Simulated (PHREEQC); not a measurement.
Consider water at 25 °C with 0.0013 mol H2SO4, 0.00083 mol KNO3 and 3.6e-05 mol CuSO4 per kg of water. It is in equilibrium with CO2 at log p = -3.4 (atm). Otherwise closed; pH follows from the charge balance.

Computed with PHREEQC (ion-association model, phreeqc.dat).

Q: The ionic strength comes out as 0.00445 mol/kgw. What activity coefficients do K+, NO3-, Cu+2, SO4-2, H+ get?

A: K+ 0.93, NO3- 0.93, Cu+2 0.76, SO4-2 0.75, H+ 0.94.

This is a speciation only: nothing precipitates in the calculation.
